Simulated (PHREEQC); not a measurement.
Make-up at 20 °C: 0.0094 mol (CH3)4NCl per kg of water. Closed to the air; pH follows from the charge balance.

Model: ion-association model, phreeqc.dat, run in PHREEQC.

| quantity | before | after |
|---|---|---|
| pH | 7.08 | 5.93 |
| ionic strength (mol/kgw) | 0.00940 | 0.0196 |

Q: Which change was made?
A) diluted 100-fold with water
B) (CH3)4NCl from 0.0094 to 0.0047 mol/kgw
C) (CH3)4NCl replaced by CdCl2 at the same molality
D) (CH3)4NCl from 0.0094 to 0.094 mol/kgw

A: C, (CH3)4NCl replaced by CdCl2 at the same molality

Precipitation was switched off in this run. (CH3)4N+ isn't in the database: it is added as a free cation with an ion size of 4 Å.
